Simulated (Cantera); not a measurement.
Cantera run, input and output.

```python
import numpy as np
import cantera as ct

gas = ct.Solution("h2o2.yaml")
gas.TPX = 625, 1000000, {'H2': 1, 'O2': 0.51, 'N2': 1.92}
flame = ct.FreeFlame(gas, width=0.008)
flame.set_refine_criteria(ratio=3, slope=0.08, curve=0.16)
flame.transport_model = "mixture-averaged"
flame.solve(loglevel=0, auto=True)
flame.transport_model = "multicomponent"
flame.soret_enabled = False
flame.solve(loglevel=0, refine_grid=True)
z, T = flame.grid, flame.T
thick = (T[-1] - T[0]) / np.gradient(T, z).max()
show = ['H2', 'O2', 'H2O2', 'H', 'H2O', 'OH']
print(f"laminar burning velocity  {flame.velocity[0] * 100:.3f} cm/s")
print(f"burnt temperature         {T[-1]:.1f} K")
print(f"thermal thickness         {thick * 1e3:.4f} mm")
print(f"grid points               {len(z)}")
z0 = z[flame.heat_release_rate.argmax()]
print(f"{'z/mm':>9s}{'T/K':>9s}{'u/(m/s)':>9s}" + "".join(f"{s:>11s}" for s in show))
rows = []
for k in (-3, -2, -1.5, -1, -0.5, -0.25, 0, 0.25, 0.5, 1, 2, 4, 8):
    zz = z0 + k * thick
    rows.append([k * thick, np.interp(zz, z, T), np.interp(zz, z, flame.velocity),
                 *(np.interp(zz, z, flame.X[gas.species_index(s)]) for s in show)])
    print(f"{rows[-1][0] * 1e3:9.3f}{rows[-1][1]:9.1f}{rows[-1][2]:9.3f}" + "".join(f"{x:11.3e}" for x in rows[-1][3:]))
```

Output:

```
laminar burning velocity  631.903 cm/s
burnt temperature         2614.4 K
thermal thickness         0.0255 mm
grid points               104
     z/mm      T/K  u/(m/s)         H2         O2       H2O2          H        H2O         OH
   -0.076    625.0    6.319  2.915e-01  1.487e-01  1.188e-11  2.674e-14  6.047e-09  5.131e-14
   -0.051    625.0    6.318  2.914e-01  1.487e-01  1.046e-09  4.610e-12  3.594e-07  8.821e-12
   -0.038    625.1    6.316  2.910e-01  1.488e-01  8.602e-09  5.026e-11  2.484e-06  9.407e-11
   -0.025    626.7    6.313  2.887e-01  1.493e-01  2.606e-07  3.592e-09  5.095e-05  4.531e-09
   -0.013    687.2    6.746  2.662e-01  1.517e-01  3.162e-05  3.795e-05  4.034e-03  3.838e-05
   -0.006    997.4    9.417  2.160e-01  1.422e-01  1.291e-04  2.108e-03  3.830e-02  1.078e-03
    0.000   1477.6   13.536  1.389e-01  1.050e-01  3.200e-05  1.216e-02  1.214e-01  3.915e-03
    0.006   1820.7   16.482  7.750e-02  6.091e-02  5.758e-06  2.121e-02  2.013e-01  9.559e-03
    0.013   2011.4   18.105  5.022e-02  3.747e-02  3.888e-06  2.187e-02  2.410e-01  1.437e-02
    0.025   2201.5   19.661  3.595e-02  2.376e-02  2.575e-06  1.619e-02  2.670e-01  1.746e-02
    0.051   2363.3   20.914  2.848e-02  1.803e-02  1.831e-06  9.358e-03  2.842e-01  1.654e-02
    0.102   2483.1   21.802  2.146e-02  1.417e-02  1.369e-06  4.911e-03  2.987e-01  1.398e-02
    0.204   2559.8   22.351  1.564e-02  1.145e-02  1.073e-06  2.618e-03  3.094e-01  1.151e-02
```

Computed with Cantera and the H2/O2 subset of GRI-Mech 3.0, which has no nitrogen chemistry. The hydrogen kinetics of GRI-Mech 3.0 are dated; newer H2 mechanisms differ, most at raised pressure. Burning velocities carry a grid error of a few per cent, more on coarse grids.
